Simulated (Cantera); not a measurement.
A freely propagating, adiabatic, planar premixed flame of H₂ : O₂ : N₂ = 1 : 0.455 : 1.71 (molar parts), equivalence ratio 1.1, unburnt at 398 K and 1350 Torr; mixture-averaged transport, grid criteria slope 0.08 and curve 0.16, no radiation.

Detailed kinetics in Cantera: the H2/O2 subset of GRI-Mech 3.0, which has no nitrogen chemistry. Burning velocities carry a grid error of a few per cent, more on coarse grids.

Problem. What does this change do: inlet temperature 398 to 700 K?

Solution. 
```csv
quantity,before,after
laminar burning velocity,399 cm/s,1090 cm/s
thermal thickness,0.181 mm,0.237 mm
peak x(H),0.0469,0.0644
peak x(H₂O₂),9.63e-5,1.32e-5
peak x(HO₂),0.000654,0.000367
```

Problem. What does this change do: inlet temperature 398 to 550 K?

Solution. 
```json
[
 {"quantity": "laminar burning velocity", "before": "399 cm/s", "after": "690 cm/s"},
 {"quantity": "thermal thickness", "before": "0.181 mm", "after": "0.212 mm"},
 {"quantity": "peak x(H)", "before": "0.0469", "after": "0.0556"},
 {"quantity": "peak x(H₂O₂)", "before": "9.63e-5", "after": "3.77e-5"},
 {"quantity": "peak x(HO₂)", "before": "0.000654", "after": "0.000512"}
]
```

Problem. What does this change do: 0.12 parts H2O added?

Solution. 
| quantity | before | after |
|---|---|---|
| laminar burning velocity | 399 cm/s | 361 cm/s |
| thermal thickness | 0.181 mm | 0.174 mm |
| peak x(H) | 0.0469 | 0.0394 |
| peak x(H₂O₂) | 9.63e-5 | 9.98e-5 |
| peak x(HO₂) | 0.000654 | 0.000716 |
